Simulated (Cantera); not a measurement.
An isothermal, constant-pressure homogeneous reactor starts with CH₄ : CO₂ : H₂ = 1 : 1.2 : 0.28 (molar parts), at 1250 K and 11300 Torr.

Cantera simulation using GRI-Mech 3.0 (53 species, 325 reactions); the numbers are that mechanism's predictions, not measurements. The pressure lies above the range GRI-Mech 3.0 was tuned for (to about 10 atm).

x: mole fraction; the columns are a selection and need not sum to one.

```
t (s)     x CH₄  x CO₂    x H₂     x HCO    x C₂H₆   x CH₂CO      x C₂H₂
--------  -----  -----  ------  --------  --------  --------  ----------
3.00e-6   0.403  0.484   0.113    <1e-12    <1e-12    <1e-12      <1e-12
1.42e-5   0.403  0.484   0.113    <1e-12  1.33e-11    <1e-12      <1e-12
6.72e-5   0.403  0.484   0.113    <1e-12   1.37e-9    <1e-12      <1e-12
0.000318  0.403  0.484   0.113    <1e-12   1.07e-7    <1e-12      <1e-12
0.00150   0.403  0.484   0.113    <1e-12   1.70e-6    <1e-12    5.56e-12
0.00712   0.403  0.484   0.113    <1e-12   9.52e-6  5.32e-12    3.43e-10
0.0337    0.403  0.484   0.113    <1e-12   4.10e-5  1.18e-10  (withheld)
0.159     0.403  0.483   0.112  1.39e-12  0.000112   1.92e-9  (withheld)
0.755     0.401  0.479   0.110  7.90e-12  0.000202   1.64e-8  (withheld)
3.57      0.393  0.457  0.0960  4.85e-11  0.000500   1.30e-7  (withheld)
16.9      0.357  0.377  0.0536  1.56e-10   0.00106   1.26e-6  (withheld)
80.0      0.300  0.307  0.0488  3.42e-10   0.00190   3.59e-6  (withheld)
```

**Question.** What belongs in the gaps?

**Answer.** 
- 0.0337, x C₂H₂: 2.61e-8
- 0.159, x C₂H₂: 1.92e-6
- 0.755, x C₂H₂: 5.05e-5
- 3.57, x C₂H₂: 0.000398
- 16.9, x C₂H₂: 0.00312
- 80.0, x C₂H₂: 0.00727
